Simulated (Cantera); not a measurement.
An isothermal, constant-pressure homogeneous reactor starts with C₃H₈ : H₂ = 1 : 46 (molar parts), at 1048 K and 0.00592 atm. Integrator tolerance rtol = 1e-08.

Detailed kinetics in Cantera: GRI-Mech 3.0 (53 species, 325 reactions). GRI-Mech 3.0 was tuned for natural gas; its chemistry of propane as a main component is partial and can be far from experiment. GRI-Mech 3.0 stops at C3 and has no aromatics, soot or wall deposition, so with more carbon than oxygen in the feed, carbon stays in small species such as C2H2 where larger ones or solid carbon would form. Radical loss at walls, strong at low pressure, is not modelled.

Q: What does this change do: pressure from 0.00592 atm to 0.0263 atm?

A: 
```csv
quantity,before,after
x(C₃H₈) at 20.0 s,4.80e-7 (gas-phase equilibrium 6.96e-11),1.80e-7 (gas-phase equilibrium 7.16e-11)
x(H₂) at 20.0 s,0.958 (gas-phase equilibrium 0.937),0.958 (gas-phase equilibrium 0.936)
x(C₂H₆) at 20.0 s,0.000127 (gas-phase equilibrium 1.12e-6),0.000546 (gas-phase equilibrium 1.15e-6)
x(H) at 20.0 s,1.16e-6 (gas-phase equilibrium 9.72e-8),1.07e-6 (gas-phase equilibrium 4.61e-8)
x(CH₄) at 20.0 s,0.0214 (gas-phase equilibrium 0.0631),0.0224 (gas-phase equilibrium 0.0637)
```
